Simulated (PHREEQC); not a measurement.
Make-up at 20 °C: 0.03 mol/kgw LiOH, 0.00075 mol/kgw H3BO3 and 0.18 mol/kgw K2CO3. Closed to the air; pH follows from the charge balance.

Computed with PHREEQC (ion-association model, phreeqc.dat).

Precipitation was switched off in this run.

### Question
Estimate the pH, ionic strength.

### Answer
pH 12.44; ionic strength 0.570 mol/kgw.
